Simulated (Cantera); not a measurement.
Charge: 1 mol Al2O3, 0.0048 mol C, 1.2 mol N2, held at 2273.15 K and 1330 Pa.

Cantera equilibrium calculation (NASA polynomials, part measured and part estimated; ideal gas, pure solids and liquids). Candidate condensed phases: Al, AlN, Al2O3, C; 32 gas species. Kinetics and transport are ignored.

Base state: N2 0.994, CO 0.00397, Al 0.00189, Al2O 0.000564, AlO 4.22e-5 (mole fractions); condensed: Al2O3(s).

Task: What changes in the equilibrium state with this change: temperature from 2273.15 K to 2923 K?

Result: 
```
species         before    after
-------------  -------  -------
N2               0.994    0.882
O              3.00e-6   0.0477
Al             0.00189   0.0268
AlO            4.22e-5   0.0223
O2             6.66e-9  0.00408
AlO2             <1e-9  4.96e-5
Al2O3(s), mol    0.998        0
Al2O3(l), mol        0    0.957
```

Task: What changes in the equilibrium state with this change: C from 0.0048 to 0.5 mol?

Result: 
| species | before | after |
|---|---|---|
| N2 | 0.994 | 0.604 |
| CO | 0.00397 | 0.252 |
| Al2O | 0.000564 | 0.0720 |
| Al | 0.00189 | 0.0718 |
| CO2 | 3.82e-6 | 2.14e-5 |
| AlO | 4.22e-5 | 0.000142 |
| Al2O3(s), mol | 0.998 | 0.786 |
